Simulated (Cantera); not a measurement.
A freely propagating, adiabatic, planar premixed flame of H2 : O2 : N2 = 1 : 0.781 : 3.05 (molar parts), equivalence ratio 0.64, unburnt at 600 K and 100.0 Torr; mixture-averaged transport, grid criteria slope 0.08 and curve 0.16, no radiation.

Cantera simulation using the H2/O2 subset of GRI-Mech 3.0, which has no nitrogen chemistry; the numbers are that mechanism's predictions, not measurements. Burning velocities carry a grid error of a few per cent, more on coarse grids. Lean hydrogen flames are cellular in practice and burn faster than this planar one.

Question: What does this change do: 0.18 parts H2O added?

Answer: 
| quantity | before | after |
|---|---|---|
| laminar burning velocity | 439 cm/s | 424 cm/s |
| thermal thickness | 6.40 mm | 6.14 mm |
| peak x(OH) | 0.0130 | 0.0121 |
| peak x(H) | 0.0485 | 0.0431 |
| peak x(HO2) | 5.29e-5 | 6.47e-5 |

Question: What does this change do: inlet temperature 600 to 423 K?

Answer: 
```tsv
quantity	before	after
laminar burning velocity	439 cm/s	214 cm/s
thermal thickness	6.40 mm	5.40 mm
peak x(OH)	0.0130	0.0103
peak x(H)	0.0485	0.0365
peak x(HO2)	5.29e-5	9.88e-5
```
